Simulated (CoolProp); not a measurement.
Saturation properties of toluene (Tc = 591.7 K, pc = 41.26 bar, ω = 0.266).

Values from CoolProp's reference Helmholtz-energy equation of state, Lemmon 2006. It is a short technical equation, of lower accuracy than the large ones.

```csv
T (K),p (bar),liquid cp (kJ/(kg K)),surface tension (mN/m)
288.2,0.02224,1.670,29.1
306.8,0.05852,…,26.8
325.4,0.1352,1.792,24.6
344,0.2806,1.857,22.4
362.6,…,1.924,20.3
381.2,0.9420,1.993,18.2
399.8,1.565,2.065,16.1
418.4,2.469,2.139,14.1
437,3.728,2.216,…
455.5,5.413,2.297,…
474.1,7.629,2.385,8.57
492.7,10.46,2.485,6.86
511.3,14.02,2.604,…
529.9,18.42,2.761,…
548.5,23.80,3.002,2.35
```

Question: Fill in the missing entries.

Answer: 
- 306.8, liquid cp (kJ/(kg K)): 1.729
- 362.6, p (bar): 0.5333
- 437, surface tension (mN/m): 12.2
- 455.5, surface tension (mN/m): 10.4
- 511.3, surface tension (mN/m): 5.25
- 529.9, surface tension (mN/m): 3.74

It boils at 383.7 K under 1 atm.

Surface tension comes from a separate correlation (Mulero 2012).
